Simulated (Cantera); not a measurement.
Charge: 1 mol CaF2, 5.2 mol O2, 5.1 mol N2, held at 1325 °C and 0.0600 bar.

These are equilibrium values from Cantera (NASA tables, ideal gas, pure condensed phases), not measurements of a reactor. Candidate condensed phases: Ca, CaF2, CaO; 22 gas species. The numbers say what is thermodynamically allowed, not how fast it happens.

Base state: O2 0.504, N2 0.494, NO 0.00235, CaF2 0.000253, O 4.10e-5 (mole fractions); condensed: CaF2(s).

Q: What changes in the equilibrium state with this change: temperature from 1325 °C to 827 °C?

A: 
```csv
species,before,after
O2,0.504,0.505
N2,0.494,0.495
NO,0.00235,0.000104
CaF2,0.000253,<1e-9
O,4.10e-5,7.24e-9
"CaF2(s), mol",0.997,1.00
```
